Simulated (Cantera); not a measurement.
Feed: 1 mol SiC, a varied amount of H2O, 240 mol H2, equilibrated at 2123.15 K and 1.10 mbar.

These are equilibrium values from Cantera (NASA tables, ideal gas, pure condensed phases), not measurements of a reactor. Candidate condensed phases: C, C6H6, C7H8, C8H18, H2O, Si, SiC, SiO2; 123 gas species. The numbers say what is thermodynamically allowed, not how fast it happens.

### Question
At 0.33 mol H2O, list the 5 most abundant gas species with their mole fractions, and the condensed phases.

### Answer
H2 0.891, H 0.102, Si 0.00359, CO 0.00129, C2H2 (acetylene) 0.00110. Condensed: gas only.
